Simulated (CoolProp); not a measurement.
Computed with CoolProp (reference Helmholtz-energy equation of state, Lemmon 2016).

Q: Give the vapour pressure (MPa), enthalpy of vaporisation (kJ/kg), vapour Z, surface tension (mN/m) of saturated R227EA at 15.45 °C.

A: 
```csv
T (°C),p (MPa),enthalpy of vaporisation (kJ/kg),vapour Z,surface tension (mN/m)
15.45,0.336,117,0.888,8.14
```

Surface tension comes from a separate correlation (Mulero 2012).
